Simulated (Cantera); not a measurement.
A closed system holds: 1 mol Fe2O3, 0.25 mol SO2, 1 mol N2, equilibrated at 1575 K and 10000 Pa.

Equilibrium computed with Cantera from the NASA thermochemical tables; the gas is ideal and each condensed phase is pure. Candidate condensed phases: Fe, FeO, FeS, FeSO4, FeS2, Fe2O3, Fe2(SO4)3, Fe3O4, S; 19 gas species. Equilibrium is a limit: real reactors are often held back by kinetics, nucleation or transport.

Base state: N2 0.705, SO2 0.176, O2 0.117, NO 0.00122, SO3 0.000494, O 1.16e-5 (mole fractions); condensed: Fe3O4(s).

Question: What changes in the equilibrium state with this change: 0.011 mol CH4 added?

Answer: 
| species | before | after |
|---|---|---|
| N2 | 0.705 | 0.700 |
| SO2 | 0.176 | 0.175 |
| O2 | 0.117 | 0.101 |
| H2O | 0 | 0.0154 |
| CO2 | 0 | 0.00771 |
| OH | 0 | 8.45e-5 |
| SO3 | 0.000494 | 0.000455 |
| NO | 0.00122 | 0.00113 |
| O | 1.16e-5 | 1.07e-5 |
| Fe3O4(s), mol | 0.667 | 0.667 |
Further candidate phases: C, C6H6, C7H8, C8H18, Fe(CO)5, Fe(OH)2, Fe(OH)3, H2O, H2SO4.

Question: What changes in the equilibrium state with this change: temperature from 1575 K to 1825 K?

Answer: 
```csv
species,before,after
N2,0.705,0.704
SO2,0.176,0.176
O2,0.117,0.116
NO,0.00122,0.00317
SO,1.81e-6,4.27e-5
O,1.16e-5,0.000165
"Fe3O4(s), mol",0.667,0.667
```
